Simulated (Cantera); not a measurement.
Cantera run, input and output.

```python
import numpy as np
import cantera as ct

gas = ct.Solution("gri30.yaml")
gas.TPX = 1625, 20000, {'CH4': 1, 'O2': 2.47, 'N2': 9.28, 'CO2': 3.5}
reactor = ct.IdealGasReactor(gas, energy="on", clone=False)
net = ct.ReactorNet([reactor])
net.rtol, net.atol = 1e-08, 1e-16
show = ['CH4', 'O2', 'CO2', 'CH3', 'CO', 'OH']
times = np.geomspace(2e-06, 0.3, 15)

steps = ct.SolutionArray(gas, extra=["t"])
rows = []
print(f"{'t/s':>10s}{'T/K':>9s}{'P/Pa':>11s}" + "".join(f"{s:>11s}" for s in show))
for t in times:
    while net.time < t:
        t_next = net.step()
        steps.append(gas.state, t=t_next)
    rows.append([np.interp(t, steps.t, y) for y in (steps.T, steps.P, *steps(*show).X.T)])
    print(f"{t:10.3e}{rows[-1][0]:9.1f}{rows[-1][1]:11.4g}" + "".join(f"{x:11.3e}" for x in rows[-1][2:]))
rate = np.gradient(steps.T, steps.t)
print("integrator steps:", len(steps.t))
if steps.T.max() > steps.T[0] + 200:
    print(f"time of steepest temperature rise: {steps.t[rate.argmax()]:.4e} s")
gas.TPX = 1625, 20000, {'CH4': 1, 'O2': 2.47, 'N2': 9.28, 'CO2': 3.5}
gas.equilibrate("UV")
print(f"equilibrium (UV): T = {gas.T:.1f} K  " + "  ".join(f"{s} {gas[s].X[0]:.3e}" for s in show))
```

Result:

```
       t/s      T/K       P/Pa        CH4         O2        CO2        CH3         CO         OH
 2.000e-06   1625.0      2e+04  6.154e-02  1.520e-01  2.154e-01  1.864e-07  1.151e-09  1.432e-08
 4.685e-06   1625.0      2e+04  6.154e-02  1.520e-01  2.154e-01  5.183e-07  4.375e-09  4.439e-08
 1.098e-05   1625.0      2e+04  6.154e-02  1.520e-01  2.154e-01  1.473e-06  1.336e-08  7.911e-08
 2.572e-05   1625.0      2e+04  6.153e-02  1.520e-01  2.154e-01  3.921e-06  3.562e-08  9.802e-08
 6.024e-05   1625.0      2e+04  6.153e-02  1.520e-01  2.154e-01  1.009e-05  9.336e-08  1.353e-07
 1.411e-04   1624.9      2e+04  6.151e-02  1.520e-01  2.154e-01  2.695e-05  2.779e-07  2.384e-07
 3.306e-04   1624.8      2e+04  6.143e-02  1.520e-01  2.154e-01  8.135e-05  1.396e-06  5.732e-07
 7.746e-04   1625.3  2.001e+04  6.096e-02  1.517e-01  2.154e-01  3.194e-04  2.529e-05  2.325e-06
 1.815e-03   1821.4  2.286e+04  2.891e-02  1.221e-01  2.106e-01  3.992e-03  1.931e-02  4.609e-04
 4.251e-03   2393.2  3.066e+04  7.343e-18  5.307e-02  2.093e-01  8.906e-17  5.673e-02  1.294e-02
 9.960e-03   2456.6  3.133e+04  1.019e-17  5.018e-02  2.159e-01  1.074e-16  5.130e-02  1.231e-02
 2.333e-02   2455.8  3.131e+04  1.032e-17  4.910e-02  2.163e-01  1.073e-16  5.102e-02  1.214e-02
 5.466e-02   2452.2  3.126e+04  1.037e-17  4.764e-02  2.165e-01  1.062e-16  5.083e-02  1.192e-02
 1.281e-01   2450.0  3.123e+04  1.040e-17  4.677e-02  2.167e-01  1.056e-16  5.072e-02  1.179e-02
 3.000e-01   2449.8  3.122e+04  1.041e-17  4.667e-02  2.167e-01  1.055e-16  5.071e-02  1.177e-02
integrator steps: 1646
time of steepest temperature rise: 1.8711e-03 s
equilibrium (UV): T = 2449.8 K  CH4 1.470e-17  O2 4.667e-02  CO2 2.167e-01  CH3 1.490e-16  CO 5.071e-02  OH 1.177e-02
```

Model: GRI-Mech 3.0 (53 species, 325 reactions), integrated in Cantera.
